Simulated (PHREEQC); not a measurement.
Consider water at 84 °C with 0.0033 mol Pb(NO3)2 and 0.16 mol NaNO3 per kg of water. Closed to the air; pH follows from the charge balance.

All values are PHREEQC results (ion-association model, phreeqc.dat), not measurements.

```yaml
pH: 5.43
ionic_strength: 0.167 mol/kgw
activity_of_water: 0.994
specific_conductance: 41200 µS/cm
density: 0.978 g/cm³
```

| species | molality | activity | log γ |
|---|---|---|---|
| NO3- | 0.165 | 0.113 | -0.167 |
| Na+ | 0.160 | 0.117 | -0.137 |
| Pb+2 | 0.00201 | 0.000561 | -0.554 |
| PbNO3+ | 0.00129 | 0.000935 | -0.138 |
| H+ | 4.78e-6 | 3.75e-6 | -0.105 |
| PbOH+ | 3.99e-6 | 2.90e-6 | -0.138 |
| Pb2OH+3 | 6.42e-7 | 3.64e-8 | -1.246 |
| OH- | 1.17e-7 | 8.14e-8 | -0.159 |
| Pb3(OH)4+2 | 6.66e-9 | 1.86e-9 | -0.554 |

No solid was allowed to form. Examples of supersaturated solids here: Pb(OH)2. Others may be too. At this temperature some constants are extrapolated from 25 °C, and those without enthalpy data are left unchanged.
